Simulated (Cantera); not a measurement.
A closed system holds: 1 mol Fe2O3, 1.1 mol C, 0.13 mol H2, at 652 °C and 14.0 Pa.

Equilibrium computed with Cantera from the NASA thermochemical tables; the gas is ideal and each condensed phase is pure. Candidate condensed phases: C, C6H6, C7H8, C8H18, Fe, Fe(CO)5, FeO, Fe(OH)2, Fe(OH)3, Fe2O3, Fe3O4, H2O; 114 gas species. The tables' stoichiometric FeO is somewhat more stable than real wüstite, so its field is too wide. FeO: taken at fixed stoichiometry. The numbers say what is thermodynamically allowed, not how fast it happens.

Base state: CO 0.691, CO2 0.204, H2 0.0922, H2O 0.0134 (mole fractions); condensed: Fe(α) + FeO(s).

Q: What changes in the equilibrium state with this change: C from 1.1 to 7.4 mol?

A: 
| species | before | after |
|---|---|---|
| CO | 0.691 | 0.958 |
| H2 | 0.0922 | 0.0415 |
| CO2 | 0.204 | 0.000386 |
| H2O | 0.0134 | 8.28e-6 |
| Fe(α), mol | 0.367 | 2.00 |
| FeO(s), mol | 1.63 | 0 |
| C(graphite), mol | 0 | 4.40 |
Condensed phases not in the tables: cementite and carbon dissolved in iron.
